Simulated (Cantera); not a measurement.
What does this Cantera script print?

```python
import numpy as np
import cantera as ct

gas = ct.Solution("gri30.yaml")
gas.TPX = 1425, 100000, {'CO': 0.004, 'O2': 0.028, 'H2O': 0.011, 'N2': 1}
reactor = ct.IdealGasConstPressureReactor(gas, energy="off", clone=False)
net = ct.ReactorNet([reactor])
net.rtol, net.atol = 1e-08, 1e-18
show = ['CO', 'O2', 'H2O', 'H2', 'CO2']
times = np.geomspace(0.0003, 10, 15)

steps = ct.SolutionArray(gas, extra=["t"])
rows = []
print(f"{'t/s':>10s}{'T/K':>9s}{'P/Pa':>11s}" + "".join(f"{s:>11s}" for s in show))
for t in times:
    while net.time < t:
        t_next = net.step()
        steps.append(gas.state, t=t_next)
    rows.append([np.interp(t, steps.t, y) for y in (steps.T, steps.P, *steps(*show).X.T)])
    print(f"{t:10.3e}{rows[-1][0]:9.1f}{rows[-1][1]:11.4g}" + "".join(f"{x:11.3e}" for x in rows[-1][2:]))
rate = np.gradient(steps.T, steps.t)
print("integrator steps:", len(steps.t))
if steps.T.max() > steps.T[0] + 200:
    print(f"time of steepest temperature rise: {steps.t[rate.argmax()]:.4e} s")
gas.TPX = 1425, 100000, {'CO': 0.004, 'O2': 0.028, 'H2O': 0.011, 'N2': 1}
gas.equilibrate("TP")
print(f"equilibrium (TP): T = {gas.T:.1f} K  " + "  ".join(f"{s} {gas[s].X[0]:.3e}" for s in show))
```

Output:

```
       t/s      T/K       P/Pa         CO         O2        H2O         H2        CO2
 3.000e-04   1425.0      1e+05  3.835e-03  2.685e-02  1.055e-02  3.568e-09  9.832e-08
 6.312e-04   1425.0      1e+05  3.834e-03  2.684e-02  1.055e-02  6.843e-08  1.333e-06
 1.328e-03   1425.0      1e+05  3.665e-03  2.671e-02  1.049e-02  1.039e-05  1.701e-04
 2.795e-03   1425.0      1e+05  1.216e-03  2.536e-02  1.028e-02  7.984e-05  2.623e-03
 5.880e-03   1425.0      1e+05  2.111e-04  2.501e-02  1.047e-02  1.872e-05  3.631e-03
 1.237e-02   1425.0      1e+05  3.959e-05  2.497e-02  1.053e-02  3.923e-06  3.803e-03
 2.603e-02   1425.0      1e+05  7.321e-06  2.497e-02  1.055e-02  9.644e-07  3.835e-03
 5.477e-02   1425.0      1e+05  1.233e-06  2.497e-02  1.056e-02  2.823e-07  3.841e-03
 1.152e-01   1425.0      1e+05  2.019e-07  2.497e-02  1.056e-02  1.057e-07  3.842e-03
 2.425e-01   1425.0      1e+05  5.622e-08  2.497e-02  1.056e-02  5.672e-08  3.842e-03
 5.102e-01   1425.0      1e+05  3.795e-08  2.497e-02  1.056e-02  4.527e-08  3.842e-03
 1.074e+00   1425.0      1e+05  3.665e-08  2.497e-02  1.056e-02  4.431e-08  3.842e-03
 2.259e+00   1425.0      1e+05  3.665e-08  2.497e-02  1.056e-02  4.430e-08  3.842e-03
 4.753e+00   1425.0      1e+05  3.665e-08  2.497e-02  1.056e-02  4.430e-08  3.842e-03
 1.000e+01   1425.0      1e+05  3.665e-08  2.497e-02  1.056e-02  4.430e-08  3.842e-03
integrator steps: 1295
equilibrium (TP): T = 1425.0 K  CO 3.676e-08  O2 2.481e-02  H2O 1.056e-02  H2 4.445e-08  CO2 3.842e-03
```

Detailed kinetics in Cantera: GRI-Mech 3.0 (53 species, 325 reactions).
